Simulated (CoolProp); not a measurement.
Vapour-liquid equilibrium of R1234yf (1) + R227EA (2) at 29.45 °C; x and y are mole fractions of (1).

Model: multi-fluid Helmholtz-energy mixture model, Lemmon 2022 and Lemmon 2016; pair parameters Bell 2016, in CoolProp.

| x | bubble pressure, mixture model (kPa) | bubble pressure, Raoult's law (kPa) | y, mixture model | y, Raoult's law |
|---|---|---|---|---|
| 0.05 | 532.8 | 532.5 | 0.069 | 0.072 |
| 0.125 | 551.9 | 551.4 | 0.166 | 0.175 |
| 0.2 | 570.8 | 570.3 | 0.258 | 0.271 |
| 0.275 | 589.5 | 589.2 | 0.344 | 0.360 |
| 0.35 | 608.1 | 608.1 | 0.426 | 0.444 |
| 0.425 | 626.7 | 627.0 | 0.503 | 0.523 |
| 0.5 | 645.3 | 646.0 | 0.578 | 0.598 |
| 0.575 | 663.9 | 664.9 | 0.649 | 0.668 |
| 0.65 | 682.6 | 683.8 | 0.717 | 0.734 |
| 0.725 | 701.5 | 702.7 | 0.782 | 0.797 |
| 0.8 | 720.5 | 721.6 | 0.845 | 0.856 |
| 0.875 | 739.6 | 740.5 | 0.905 | 0.912 |
| 0.95 | 759.0 | 759.4 | 0.963 | 0.966 |

The largest gap from Raoult's law is -0.2 % in bubble pressure, at x = 0.725. No azeotrope shows between x = 0.05 and 0.95.

Pair parameters are fitted to limited data, so mixtures are less certain than the pure fluids.
